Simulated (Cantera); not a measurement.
Feed: 1 mol Fe(CO)5, 0.26 mol H2, 0.27 mol N2, at 502 °C and 1950 Torr.

These are equilibrium values from Cantera (NASA tables, ideal gas, pure condensed phases), not measurements of a reactor. Candidate condensed phases: C, C6H6, C7H8, C8H18, Fe, Fe(CO)5, FeO, Fe(OH)2, Fe(OH)3, Fe2O3, Fe3O4, H2O; 140 gas species. Equilibrium is a limit: real reactors are often held back by kinetics, nucleation or transport.

Base state: CO2 0.736, N2 0.117, H2O 0.0873, CO 0.0353, H2 0.0211, CH4 0.00237, NH3 1.06e-5 (mole fractions); condensed: C(graphite) + Fe3O4(s).

**Question.** What changes in the equilibrium state with this change: temperature from 502 °C to 1052 °C?

**Answer.** 
| species | before | after |
|---|---|---|
| CO | 0.0353 | 0.895 |
| N2 | 0.117 | 0.0493 |
| H2 | 0.0211 | 0.0466 |
| CO2 | 0.736 | 0.00805 |
| H2O | 0.0873 | 0.000780 |
| HCN | 2.44e-9 | 1.25e-5 |
| CH4 | 0.00237 | 3.79e-5 |
| NH3 | 1.06e-5 | 6.52e-7 |
| C(graphite), mol | 3.22 | 0.0481 |
| Fe3O4(s), mol | 0.333 | 0 |
| Fe(γ), mol | 0 | 1.00 |
Condensed phases not in the tables: cementite and carbon dissolved in iron.

**Question.** What changes in the equilibrium state with this change: Fe(CO)5 replaced by HgO?

**Answer.** 
```tsv
species	before	after
Hg	0	0.526
O2	<1e-9	0.195
N2	0.117	0.142
CO2	0.736	0
CO	0.0353	0
H2	0.0211	<1e-9
H2O	0.0873	0.137
CH4	0.00237	0
NH3	1.06e-5	<1e-9
C(graphite), mol	3.22	0
Fe3O4(s), mol	0.333	0
```
Further candidate phases: Hg, HgO.

**Question.** What changes in the equilibrium state with this change: temperature from 502 °C to 1225 °C?

**Answer.** 
```
species            before     after
----------------  -------  --------
CO                 0.0353     0.903
N2                  0.117    0.0489
H2                 0.0211    0.0468
CO2                 0.736   0.00143
H2O                0.0873  0.000191
HCN               2.44e-9   4.99e-5
CH4               0.00237   1.48e-5
NH3               1.06e-5   3.63e-7
C(graphite), mol     3.22   0.00858
Fe3O4(s), mol       0.333         0
Fe(γ), mol              0      1.00
```
Iron dissolves carbon and melts from about 1420 K in contact with it, which pure phases cannot show. Condensed phases not in the tables: cementite and carbon dissolved in iron.
